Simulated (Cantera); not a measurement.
An isothermal, constant-pressure homogeneous reactor starts with C2H6 : N2 = 1 : 8.4 (molar parts), at 1000 K and 101000 Pa. Integrator tolerance rtol = 1e-08.

Cantera simulation using GRI-Mech 3.0 (53 species, 325 reactions); the numbers are that mechanism's predictions, not measurements. GRI-Mech 3.0 stops at C3 and has no aromatics, soot or wall deposition, so with more carbon than oxygen in the feed, carbon stays in small species such as C2H2 where larger ones or solid carbon would form.

What does this change do: temperature 1000 to 1223 K?


```json
[
 {"quantity": "x(C2H6) at 1.00 s", "before": "0.0727 (gas-phase equilibrium 0.000385)", "after": "0.000525 (gas-phase equilibrium 8.51e-5)"},
 {"quantity": "x(CH3) at 1.00 s", "before": "9.07e-8 (gas-phase equilibrium 5.79e-8)", "after": "2.64e-6 (gas-phase equilibrium 1.79e-6)"},
 {"quantity": "x(H2) at 1.00 s", "before": "0.0297 (gas-phase equilibrium 0.00578)", "after": "0.112 (gas-phase equilibrium 0.0629)"},
 {"quantity": "x(H) at 1.00 s", "before": "2.45e-8 (gas-phase equilibrium 1.72e-10)", "after": "7.13e-7 (gas-phase equilibrium 7.54e-8)"},
 {"quantity": "x(C2H2) at 1.00 s", "before": "0.000133 (gas-phase equilibrium 0.00819)", "after": "0.0402 (gas-phase equilibrium 0.0214)"}
]
```

What does this change do: temperature 1000 to 1650 K?


```csv
quantity,before,after
x(C2H6) at 1.00 s,0.0727 (gas-phase equilibrium 0.000385),6.61e-7 (gas-phase equilibrium 2.65e-7)
x(CH3) at 1.00 s,9.07e-8 (gas-phase equilibrium 5.79e-8),2.07e-5 (gas-phase equilibrium 1.25e-5)
x(H2) at 1.00 s,0.0297 (gas-phase equilibrium 0.00578),0.168 (gas-phase equilibrium 0.171)
x(H) at 1.00 s,2.45e-8 (gas-phase equilibrium 1.72e-10),3.71e-5 (gas-phase equilibrium 3.76e-5)
x(C2H2) at 1.00 s,0.000133 (gas-phase equilibrium 0.00819),0.0848 (gas-phase equilibrium 0.0398)
```

What does this change do: N2 8.4 to 17 parts?


```json
[
 {"quantity": "x(C2H6) at 1.00 s", "before": "0.0727 (gas-phase equilibrium 0.000385)", "after": "0.0384 (gas-phase equilibrium 0.000138)"},
 {"quantity": "x(CH3) at 1.00 s", "before": "9.07e-8 (gas-phase equilibrium 5.79e-8)", "after": "8.48e-8 (gas-phase equilibrium 3.47e-8)"},
 {"quantity": "x(H2) at 1.00 s", "before": "0.0297 (gas-phase equilibrium 0.00578)", "after": "0.0159 (gas-phase equilibrium 0.00476)"},
 {"quantity": "x(H) at 1.00 s", "before": "2.45e-8 (gas-phase equilibrium 1.72e-10)", "after": "2.36e-8 (gas-phase equilibrium 1.57e-10)"},
 {"quantity": "x(C2H2) at 1.00 s", "before": "0.000133 (gas-phase equilibrium 0.00819)", "after": "0.000102 (gas-phase equilibrium 0.00432)"}
]
```
